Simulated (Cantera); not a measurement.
What does this Cantera script print?

```python
import numpy as np
import cantera as ct

gas_names = """
    Br Br2 H HBr HNO HNO2 HNO3 HO2 H2 H2O H2O2 Mg MgBr MgBr2 MgH MgN MgO MgOH MgO2H2 Mg2 N NH NH2 NH3
    NH2OH NO NO2 NO3 N2 N2H2 N2H4 N2O O OH O2 O3
""".split()
cond_names = """
    Br2(cr) Br2(L) H2O(s) H2O(L) Mg(cr) Mg(L) MgBr2(s) MgBr2(L) MgO(s) MgO(L) MgO2H2(s)
""".split()


def load(file, names, dense=False):
    # The tables refer to 1 bar. Condensed volumes are neglected.
    table = {s.name: s for s in ct.Species.list_from_file(file)}
    out = []
    for n in names:
        d = dict(table[n].input_data)
        d["thermo"] = dict(d["thermo"], **{"reference-pressure": 1e5})
        if dense:
            d["equation-of-state"] = {"model": "constant-volume", "density": "1e6 g/cm^3"}
        out.append(ct.Species.from_dict(d))
    return out


gas = ct.Solution(thermo="ideal-gas", species=load("nasa_gas.yaml", gas_names))
cond = {s.name: ct.Solution(thermo="fixed-stoichiometry", species=[s], name=s.name)
        for s in load("nasa_condensed.yaml", cond_names, dense=True)}
atoms = {
    'MgO': {'Mg': 1, 'O': 1},
    'HBr': {'H': 1, 'Br': 1},
    'N2': {'N': 2},
}
top_T = {}  # K; cautious upper limits of use, not melting points


def equilibrate(T, P, feed):
    n = {}
    for name, mol in feed.items():
        for a, k in atoms[name].items():
            n[a] = n.get(a, 0.0) + k * mol
    gas.TPX = T, P, n
    mass = sum(n.values()) * gas.mean_molecular_weight
    gas.equilibrate("TP")
    valid = [c for c in cond.values() if c.min_temp <= T <= top_T.get(c.name, c.max_temp)]
    mix = ct.Mixture([(gas, mass / gas.mean_molecular_weight)] + [(c, 0.0) for c in valid])
    mix.T, mix.P = T, P
    mix.equilibrate("TP", solver="vcs", rtol=1e-11, max_steps=5000)
    return mix


results = []
feed = {'MgO': 1, 'HBr': 39, 'N2': 74}  # mol
P = 15000  # Pa
for T in [1123, 1148, 1173, 1198, 1223, 1248, 1273, 1298, 1323, 1348, 1373, 1398, 1423]:
    mix = equilibrate(T, P, feed)
    results.append((T, P, feed, dict(zip(mix.species_names, mix.species_moles))))
    x = sorted(zip(gas.X, gas.species_names), reverse=True)
    print(f"T = {T:g} K  P = {P:g} Pa  gas = {mix.phase_moles(0):.4g} mol")
    print("   x: " + "  ".join(f"{s} {v:.3e}" for v, s in x if v > 0.001))
    print("   condensed (mol): " + ("  ".join(f"{mix.phase(i).name} {mix.phase_moles(i):.4g}"
          for i in range(1, mix.n_phases) if mix.phase_moles(i) > 1e-12) or "none"))
```

It prints:

```
T = 1123 K  P = 15000 Pa  gas = 113.1 mol
   x: N2 6.546e-01  HBr 3.258e-01  MgBr2 8.846e-03  H2O 8.846e-03
   condensed (mol): none
T = 1148 K  P = 15000 Pa  gas = 113.1 mol
   x: N2 6.545e-01  HBr 3.255e-01  H2O 8.844e-03  MgBr2 8.844e-03  Br 1.161e-03
   condensed (mol): none
T = 1173 K  P = 15000 Pa  gas = 113.1 mol
   x: N2 6.544e-01  HBr 3.251e-01  H2O 8.843e-03  MgBr2 8.843e-03  Br 1.486e-03  H2 1.052e-03
   condensed (mol): none
T = 1198 K  P = 15000 Pa  gas = 113.1 mol
   x: N2 6.543e-01  HBr 3.246e-01  H2O 8.841e-03  MgBr2 8.841e-03  Br 1.879e-03  H2 1.263e-03
   condensed (mol): none
T = 1223 K  P = 15000 Pa  gas = 113.1 mol
   x: N2 6.541e-01  HBr 3.240e-01  H2O 8.839e-03  MgBr2 8.839e-03  Br 2.347e-03  H2 1.510e-03
   condensed (mol): none
T = 1248 K  P = 15000 Pa  gas = 113.2 mol
   x: N2 6.539e-01  HBr 3.234e-01  H2O 8.837e-03  MgBr2 8.837e-03  Br 2.900e-03  H2 1.799e-03
   condensed (mol): none
T = 1273 K  P = 15000 Pa  gas = 113.2 mol
   x: N2 6.537e-01  HBr 3.226e-01  H2O 8.834e-03  MgBr2 8.834e-03  Br 3.549e-03  H2 2.134e-03
   condensed (mol): none
T = 1298 K  P = 15000 Pa  gas = 113.2 mol
   x: N2 6.535e-01  HBr 3.217e-01  H2O 8.831e-03  MgBr2 8.831e-03  Br 4.304e-03  H2 2.521e-03
   condensed (mol): none
T = 1323 K  P = 15000 Pa  gas = 113.3 mol
   x: N2 6.532e-01  HBr 3.207e-01  H2O 8.827e-03  MgBr2 8.827e-03  Br 5.174e-03  H2 2.964e-03
   condensed (mol): none
T = 1348 K  P = 15000 Pa  gas = 113.3 mol
   x: N2 6.528e-01  HBr 3.195e-01  H2O 8.822e-03  MgBr2 8.822e-03  Br 6.171e-03  H2 3.470e-03
   condensed (mol): none
T = 1373 K  P = 15000 Pa  gas = 113.4 mol
   x: N2 6.525e-01  HBr 3.182e-01  H2O 8.817e-03  MgBr2 8.817e-03  Br 7.306e-03  H2 4.043e-03
   condensed (mol): none
T = 1398 K  P = 15000 Pa  gas = 113.5 mol
   x: N2 6.521e-01  HBr 3.166e-01  H2O 8.812e-03  MgBr2 8.811e-03  Br 8.588e-03  H2 4.689e-03
   condensed (mol): none
T = 1423 K  P = 15000 Pa  gas = 113.6 mol
   x: N2 6.516e-01  HBr 3.150e-01  Br 1.003e-02  H2O 8.805e-03  MgBr2 8.805e-03  H2 5.414e-03
   condensed (mol): none
```

Equilibrium computed with Cantera from the NASA thermochemical tables; the gas is ideal and each condensed phase is pure.
